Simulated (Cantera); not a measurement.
# Reactions in the system C-H-Ni-S

Standard-state values (1 bar) from the NASA 1993 polynomials, evaluated with Cantera. Values are per mole of reaction as written; species without (g) are pure solids or liquids, kept so even where they would boil at 1 bar.

8 H(g) + 3 Ni + 3 CS₂(g) → C₃H₈(g) + 3 NiS₂

| T (K) | ΔH° (kJ) | ΔS° (J/K) | ΔG° (kJ) | log10 K |
|---|---|---|---|---|
| 1850 | -2476.8 | -1184.2 | -286.1 | 8.08 |
| 1950 | -2474.7 | -1183.0 | -167.7 | 4.49 |
| 2050 | -2472.2 | -1181.8 | -49.5 | 1.26 |
| 2150 | -2469.6 | -1180.6 | 68.6 | -1.67 |
| 2250 | -2466.8 | -1179.3 | 186.6 | -4.33 |
| 2350 | -2463.9 | -1178.1 | 304.5 | -6.77 |
| 2450 | -2460.9 | -1176.8 | 422.2 | -9.00 |
| 2550 | -2457.7 | -1175.5 | 539.9 | -11.06 |
